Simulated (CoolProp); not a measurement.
Aqueous sodium chloride as a coolant, at -3 °C, 1 atm.

Model: Melinder's fits for secondary coolants, in CoolProp.

```tsv
mass %	freezing point (°C)	conductivity (W/(m K))	density (kg/m³)	cp (kJ/(kg K))	Prandtl number
7.6	-4.8	0.552	1059	3.783	…
9.2	-5.9	0.551	1071	3.714	15.1
10.8	-7.2	0.550	1084	3.652	15.4
12.4	-8.5	0.549	1096	3.595	15.8
14	-9.9	…	…	3.543	…
15.7	-11.6	0.547	…	…	16.7
17.3	-13.3	0.546	…	3.447	17.3
```

Question: Complete the blanks.

Answer: 
- 7.6, Prandtl number: 14.9
- 14, conductivity (W/(m K)): 0.548
- 14, density (kg/m³): 1109
- 14, Prandtl number: 16.2
- 15.7, density (kg/m³): 1123
- 15.7, cp (kJ/(kg K)): 3.492
- 17.3, density (kg/m³): 1136
